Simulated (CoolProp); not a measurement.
R1234yf at several states: fugacity coefficient from the reference equation and from simpler models built on Tc = 367.8 K, pc = 3.384 MPa, ω = 0.276; each cubic takes its own stable root.

The numbers come from the reference Helmholtz-energy equation of state, Lemmon 2022 in CoolProp.

```tsv
T (K)	p (MPa)	phase	reference
278	16.7	liquid	0.03922
399.1	2.77	gas	0.7933
153.4	3.76	liquid	3.360e-5
136.6	1.63	liquid	5.473e-6
206.7	0.243	liquid	0.05791
```

How far does each simpler model (van der Waals, Redlich-Kwong, Soave-Redlich-Kwong, Peng-Robinson) lie from the reference over these 5 states: mean and median of the absolute difference, and the worst?


- van der Waals: mean 30471.4 %, median 1227.6 %, worst +122757.7 % at 136.6 K and 1.63 MPa
- Redlich-Kwong: mean 186.7 %, median 137.8 %, worst +409.2 % at 136.6 K and 1.63 MPa
- Soave-Redlich-Kwong: mean 3.1 %, median 1.9 %, worst +9.8 % at 278 K and 16.7 MPa
- Peng-Robinson: mean 9.7 %, median 1.9 %, worst +28.8 % at 136.6 K and 1.63 MPa
